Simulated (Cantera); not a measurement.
# C + CO2 + H2 + O2 (carbon deposition, reforming and gasification)

A closed system holds: 1 mol C, 0.11 mol CO2, 27 mol H2, 0.32 mol O2, equilibrated at 0.0100 bar.

Method: chemical equilibrium by Gibbs-energy minimisation in Cantera with the NASA 1993 tables (ideal gas, pure condensed phases). Candidate condensed phases: C, C6H6, C7H8, C8H18, H2O; 110 gas species. Rates play no part.

| T (K) | x H2 | x CH4 | x H2O | x CO | n C(graphite) |
|---|---|---|---|---|---|
| 625 | 0.924 | 0.0428 | 0.0331 | 5.35e-5 | 0 |
| 725 | 0.937 | 0.0322 | 0.0213 | 0.00843 | 0 |
| 825 | 0.961 | 0.00835 | 0.00331 | 0.0273 | 0.120 |
| 925 | 0.967 | 0.00212 | 0.000438 | 0.0305 | 0.204 |
| 1025 | 0.968 | 0.000689 | 7.91e-5 | 0.0308 | 0.233 |
| 1125 | 0.969 | 0.000271 | 1.92e-5 | 0.0309 | 0.243 |
| 1225 | 0.969 | 0.000123 | 5.88e-6 | 0.0309 | 0.247 |
| 1325 | 0.969 | 6.30e-5 | 2.15e-6 | 0.0309 | 0.248 |
| 1425 | 0.969 | 3.54e-5 | 9.09e-7 | 0.0309 | 0.249 |
| 1525 | 0.969 | 2.14e-5 | 4.30e-7 | 0.0309 | 0.249 |
x: gas mole fraction; n: condensed amount in mol.

From 625 K to 725 K nothing is condensed. From 825 K to 1525 K the condensed part is C(graphite). The main C-bearing gas is CH4 at 625 K and CO at 1525 K.
